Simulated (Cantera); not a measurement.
Input: 1 mol PbO, 850 mol H2, 1.4 mol N2, at 2200 K and 0.270 Torr.

Equilibrium computed with Cantera from the NASA thermochemical tables; the gas is ideal and each condensed phase is pure. Candidate condensed phases: H2O, Pb, PbO, PbO2, Pb3O4; 27 gas species. Equilibrium is a limit: real reactors are often held back by kinetics, nucleation or transport.

Base state: H2 0.741, H 0.256, N2 0.00143, Pb 0.00102, H2O 0.000965, OH 4.65e-5, O 1.12e-5 (mole fractions); condensed: gas only.

Problem. What changes in the equilibrium state with this change: temperature from 2200 K to 700 K?

Solution. 
```tsv
species	before	after
H2	0.741	0.997
N2	0.00143	0.00164
H2O	0.000965	0.00117
H	0.256	<1e-9
Pb	0.00102	3.09e-6
OH	4.65e-5	<1e-9
O	1.12e-5	<1e-9
Pb(l), mol	0	0.997
```
